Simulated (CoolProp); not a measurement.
A Linde-Hampson liquefier for nitrogen: isothermal reversible compression at 290 K from 1 atm to 20 MPa, throttling to 1 atm, return gas leaving the recuperator 5 K below the feed. Each further row changes one setting.

Values from CoolProp's reference Helmholtz-energy equation of state, Span 2000.

| case | liquid yield per pass | compression work (kJ/kg of gas) |
|---|---|---|
| as stated | [?] | 455 |
| high pressure 40 MPa | [?] | 522 |
| warm-end temperature 320 K | [?] | [?] |
| warm-end gap 10 K | [?] | 455 |

### Question
Fill in the missing entries.

### Answer

- as stated, liquid yield per pass: 0.071
- high pressure 40 MPa, liquid yield per pass: 0.091
- warm-end temperature 320 K, liquid yield per pass: 0.049
- warm-end temperature 320 K, compression work (kJ/kg of gas): 505
- warm-end gap 10 K, liquid yield per pass: 0.059
